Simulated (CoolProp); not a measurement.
Vapour pressure (MPa) of R1234ze(E): the reference equation beside estimates from Tc = 109.4 °C, pc = 3.635 MPa, ω = 0.313. Clausius-Clapeyron is anchored at -78.85 °C with a constant enthalpy of vaporisation of 25.99 kJ/mol.

Values from CoolProp's reference Helmholtz-energy equation of state, Thol 2016.

```tsv
T (°C)	reference	Clausius-Clapeyron	van der Waals	Soave-Redlich-Kwong	Peng-Robinson
-81.25	0.002250	0.002253	0.1033	0.002204	0.002394
-78.85	0.002755	0.002755	[?]	0.002697	0.002915
-76.35	0.003379	0.003379	0.1223	0.003307	0.003556
-73.95	0.004088	0.004092	0.1324	0.004000	0.004282
-71.45	0.004956	0.004970	0.1436	0.004848	0.005167
-68.95	0.005974	0.006009	0.1554	0.005845	0.006202
-66.55	0.007110	0.007179	0.1673	0.006958	[?]
-64.05	0.008481	0.008602	0.1805	0.008302	[?]
-61.65	0.009998	0.01019	0.1938	0.009791	0.01027
-59.15	0.01181	0.01211	[?]	0.01157	0.01210
-56.75	0.01380	0.01424	0.2230	0.01353	[?]
-54.25	0.01616	0.01680	0.2390	0.01585	[?]
```

**Question.** Complete the blanks.

**Answer.** 
- -78.85, van der Waals: 0.1123
- -66.55, Peng-Robinson: 0.007354
- -64.05, Peng-Robinson: 0.008741
- -59.15, van der Waals: 0.2083
- -56.75, Peng-Robinson: 0.01409
- -54.25, Peng-Robinson: 0.01646

Absolute difference from the reference over all 12 rows, mean and median: Clausius-Clapeyron 1.3 and 0.8 %, van der Waals 2591.9 and 2377.1 %, Soave-Redlich-Kwong 2.1 and 2.1 %, Peng-Robinson 3.8 and 3.6 %.
